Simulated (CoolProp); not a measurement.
Vapour pressure (MPa) of propylene: the reference equation beside estimates from Tc = 91.1 °C, pc = 4.555 MPa, ω = 0.146. Clausius-Clapeyron is anchored at 18.15 °C with a constant enthalpy of vaporisation of 14.63 kJ/mol.

Model: reference Helmholtz-energy equation of state, Lemmon 2013, in CoolProp.

```tsv
T (°C)	reference	Lee-Kesler	Clausius-Clapeyron	Soave-Redlich-Kwong	Peng-Robinson
5.45	0.6850	0.6874	0.7361	0.6895	0.6835
9.75	…	0.7760	0.8102	0.7792	0.7718
13.95	…	0.8703	0.8874	0.8748	0.8660
18.15	0.9694	0.9727	0.9694	0.9787	0.9684
22.45	1.083	1.086	1.058	1.094	1.082
26.65	1.203	1.206	1.150	1.216	1.203
30.95	1.335	1.339	1.250	1.351	1.336
35.15	1.475	…	…	1.493	1.477
39.35	…	1.627	1.460	1.646	…
43.65	…	1.792	1.576	1.813	1.794
```

Complete the blanks.


- 9.75, reference: 0.7732
- 13.95, reference: 0.8672
- 35.15, Lee-Kesler: 1.478
- 35.15, Clausius-Clapeyron: 1.352
- 39.35, reference: 1.624
- 39.35, Peng-Robinson: 1.628
- 43.65, reference: 1.789

Absolute difference from the reference over all 10 rows, mean and median: Lee-Kesler 0.3 and 0.3 %, Clausius-Clapeyron 5.8 and 5.6 %, Soave-Redlich-Kwong 1.0 and 1.0 %, Peng-Robinson 0.1 and 0.1 %.
